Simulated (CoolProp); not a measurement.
Values from CoolProp's reference Helmholtz-energy equation of state, Guder 2009.

Q: For sulfur hexafluoride, give the phase and the cp (kJ/(kg K)) at 625 K and 3.13 MPa.

A: 
- 625 K and 3.13 MPa: gas; cp 0.958
